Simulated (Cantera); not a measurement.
Feed: 1 mol Cr, 0.43 mol H2O, a varied amount of N2O, equilibrated at 2475 K and 0.0100 bar.

Cantera equilibrium calculation (NASA polynomials, part measured and part estimated; ideal gas, pure solids and liquids). Candidate condensed phases: Cr, CrN, Cr2N, Cr2O3, H2O; 29 gas species. Kinetics and transport are ignored.

Task: At 0.94 mol N2O, list the 5 most abundant gas species with their mole fractions, and the condensed phases.

Result: N2 0.465, CrO 0.122, Cr 0.102, H2O 0.0936, H2 0.0801. Condensed: Cr2O3(s).
